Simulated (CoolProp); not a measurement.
Computed with CoolProp (reference Helmholtz-energy equation of state, Rui 2013).

**Question.** Give the vapour pressure (bar), liquid density (kg/m³), vapour Z, surface tension (mN/m) of saturated R236EA at 299.2, 313.7, 328.3 K.

**Answer.** 
| T (K) | p (bar) | liquid density (kg/m³) | vapour Z | surface tension (mN/m) |
|---|---|---|---|---|
| 299.2 | 2.14 | 1420 | 0.926 | 11.9 |
| 313.7 | 3.43 | 1380 | 0.897 | 9.98 |
| 328.3 | 5.27 | 1320 | 0.861 | 8.15 |

Surface tension comes from a separate correlation (Mulero 2012).
